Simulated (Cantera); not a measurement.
# Premixed flame

A freely propagating, adiabatic, planar premixed flame of 10.4 % CH4, 18.8 % O2, 70.8 % N2, equivalence ratio 1.1, unburnt at 300 K and 1.01 bar; mixture-averaged transport, grid criteria slope 0.08 and curve 0.16, no radiation.

Cantera simulation using GRI-Mech 3.0 (53 species, 325 reactions); the numbers are that mechanism's predictions, not measurements. Burning velocities carry a grid error of a few per cent, more on coarse grids.

```
z (mm)  T (K)  u (m/s)     x CH4     x O2     x CO2    x NO2     x NO       x O
------  -----  -------  --------  -------  --------  -------  -------  --------
-1.29     300    0.387     0.103    0.188   3.18e-8    <1e-8    <1e-8     <1e-8
-0.857    301    0.389     0.103    0.188   1.10e-6    <1e-8    <1e-8     <1e-8
-0.643    307    0.399     0.103    0.187   1.36e-5  1.35e-8    <1e-8     <1e-8
-0.428    378    0.494    0.0978    0.182  0.000322  2.03e-7  1.56e-7   1.48e-8
-0.214    880     1.17    0.0674    0.142   0.00595  3.16e-7  3.65e-6   4.97e-6
-0.107   1337     1.79    0.0367   0.0978    0.0152  6.05e-8  8.54e-6   7.64e-5
0        1739     2.35   0.00850   0.0485    0.0296    <1e-8  1.61e-5  0.000560
0.107    1900     2.56  0.000562   0.0214    0.0448    <1e-8  2.58e-5   0.00171
0.214    1943     2.61   1.80e-5   0.0128    0.0554    <1e-8  3.20e-5   0.00222
0.428    1988     2.66   2.85e-8  0.00882    0.0641    <1e-8  3.70e-5   0.00202
0.857    2042     2.72     <1e-8  0.00668    0.0677    <1e-8  4.17e-5   0.00149
1.71     2100     2.79     <1e-8  0.00462    0.0698    <1e-8  4.81e-5  0.000924
3.43     2150     2.85     <1e-8  0.00276    0.0719    <1e-8  5.66e-5  0.000489
```
x: mole fraction of selected species; z is measured from the peak of heat release.

laminar burning velocity: 38.7 cm/s
thermal thickness: 0.428 mm
peak x(O): 0.00224
grid points: 151
